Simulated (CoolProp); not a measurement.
A single-stage vapour-compression cycle with R1233zd(E): evaporating at 242.15 K (dew point), condensing at 274.15 K (bubble point), superheat 2 K, subcooling 0 K, compressor efficiency 0.65, no pressure losses. Each further row changes one setting.

Computed with CoolProp (reference Helmholtz-energy equation of state, Akasaka 2022).

```json
[
 {"case": "as stated", "cooling COP": "___", "pressure ratio": "5.02", "discharge temperature (K)": "301.6", "refrigerating effect (kJ/kg)": "182", "volumetric capacity (kJ/m³)": "119"},
 {"case": "evaporating temperature 247.15 K", "cooling COP": "5.46", "pressure ratio": "3.77", "discharge temperature (K)": "296.7", "refrigerating effect (kJ/kg)": "___", "volumetric capacity (kJ/m³)": "159"},
 {"case": "condensing temperature 269.15 K", "cooling COP": "5.36", "pressure ratio": "4.02", "discharge temperature (K)": "___", "refrigerating effect (kJ/kg)": "188", "volumetric capacity (kJ/m³)": "123"},
 {"case": "subcooling 5 K", "cooling COP": "___", "pressure ratio": "5.02", "discharge temperature (K)": "301.6", "refrigerating effect (kJ/kg)": "188", "volumetric capacity (kJ/m³)": "123"},
 {"case": "superheat 12 K", "cooling COP": "4.43", "pressure ratio": "5.02", "discharge temperature (K)": "312.1", "refrigerating effect (kJ/kg)": "189", "volumetric capacity (kJ/m³)": "119"},
 {"case": "compressor efficiency 0.55", "cooling COP": "3.76", "pressure ratio": "5.02", "discharge temperature (K)": "___", "refrigerating effect (kJ/kg)": "182", "volumetric capacity (kJ/m³)": "119"}
]
```

Question: What belongs in the gaps?

Answer: 
- as stated, cooling COP: 4.44
- evaporating temperature 247.15 K, refrigerating effect (kJ/kg): 186
- condensing temperature 269.15 K, discharge temperature (K): 293.7
- subcooling 5 K, cooling COP: 4.58
- compressor efficiency 0.55, discharge temperature (K): 310.9
